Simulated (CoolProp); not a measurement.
Model: reference Helmholtz-energy equation of state, Eisenbach 2021, in CoolProp.

Question: For propylene glycol, give the phase and the density (kg/m³), cp (kJ/(kg K)), cv (kJ/(kg K)), isothermal compressibility (1/MPa) at 620 K and 3.65 MPa.

Answer: 
- 620 K and 3.65 MPa: liquid; density 670, cp 4.72, cv 3.29, isothermal compressibility 0.00891
